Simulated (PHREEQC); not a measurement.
**Reverse-osmosis permeate: speciation**

A made-up water analysis in mg/L, 20 °C, pH 5.99, pe -0.4:

| constituent | mg/L |
|---|---|
| Na | 1.53 |
| K | 0.417 |
| Ca | 4.3 |
| Mg | 0.38 |
| Cl | 6.65 |
| S(6) as SO4 | 1.86 |
| Alkalinity as HCO3 | 5.51 |
| N(-3) as NH4 | 0.00231 |

Valence states are taken as typed.

The numbers come from PHREEQC with the ion-association model, phreeqc.dat.

This is a speciation only: nothing precipitates in the calculation.

Problem. Predict the charge-balance error.

Solution. charge-balance error 1.0 %.

Problem. In which forms is S present?

Solution. SO4-2 98 %, CaSO4 1.5 % of the S.
